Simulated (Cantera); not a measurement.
Cantera run:

```python
import numpy as np
import cantera as ct

gas_names = [...]  # 77 gases of nasa_gas.yaml made of C, H, Ti
cond_names = """
    C(gr) C6H6(L) C7H8(L) C8H18(L),n-octa Ti(a) Ti(b) Ti(L) TiC(s) TiC(L)
""".split()


# ... load() reads the species with a 1 bar reference pressure and builds the phases ...
atoms = {
    'Ti': {'Ti': 1},
    'CH4': {'C': 1, 'H': 4},
    'H2': {'H': 2},
}
top_T = {'C(gr)': 4500}  # K; cautious upper limits of use, not melting points


# ... equilibrate(T, P, feed) seeds the gas with the atoms and calls Mixture.equilibrate('TP', solver="vcs", rtol=1e-11, max_steps=5000) ...
results = []
feed = {'Ti': 1, 'CH4': 0.3, 'H2': 3.5}  # mol
P = 75  # Pa
for T in [1000, 1100, 1200, 1300, 1400, 1500, 1600, 1700, 1800, 1900, 2000, 2100, 2200]:
    mix = equilibrate(T, P, feed)
    results.append((T, P, feed, dict(zip(mix.species_names, mix.species_moles))))

top = {s: max(r[3][s] / sum(r[3][g] for g in gas_names) for r in results) for s in gas_names}
cols = sorted((s for s in top if top[s] > 0.0001), key=lambda s: -top[s])[:9]
seen = [c for c in cond_names if any(r[3].get(c, 0) > 1e-12 for r in results)]
print("log10 of partial pressures in bar; condensed amounts in mol")
print(f"{'T/K':>10s}" + "".join(f"{s[:9]:>10s}" for s in cols + seen))
for T, P, feed, n in results:
    ng = sum(n[g] for g in gas_names)
    print(f"{T:10.4g}" + "".join(f"{np.log10(max(n[s] / ng * P / 1e5, 1e-99)):10.3f}" for s in cols)
          + "".join(f"{n.get(c, 0):10.4g}" for c in seen))
```

Output:

```
log10 of partial pressures in bar; condensed amounts in mol
       T/K        H2         H        Ti     Ti(a)     Ti(b)     Ti(L)    TiC(s)
      1000    -3.125   -10.207   -17.045       0.7         0         0       0.3
      1100    -3.125    -9.150   -14.822       0.7         0         0       0.3
      1200    -3.125    -8.267   -12.982         0       0.7         0       0.3
      1300    -3.125    -7.519   -11.435         0       0.7         0       0.3
      1400    -3.125    -6.876   -10.112         0       0.7         0       0.3
      1500    -3.125    -6.317    -8.968         0       0.7         0       0.3
      1600    -3.126    -5.828    -7.969         0    0.6999         0       0.3
      1700    -3.127    -5.395    -7.090         0    0.6996         0       0.3
      1800    -3.131    -5.012    -6.310         0    0.6973         0       0.3
      1900    -3.139    -4.670    -5.615         0    0.6865         0       0.3
      2000    -3.157    -4.367    -5.003         0         0    0.6433       0.3
      2100    -3.196    -4.104    -4.460         0         0    0.4896       0.3
      2200    -3.283    -3.891    -4.000         0         0         0       0.3
```

Equilibrium computed with Cantera from the NASA thermochemical tables; the gas is ideal and each condensed phase is pure. Mutual solubility and eutectic melting of coexisting phases are not modelled. TiC: taken at fixed stoichiometry. Condensed phases not in the tables: N, O or C dissolved in the metal.
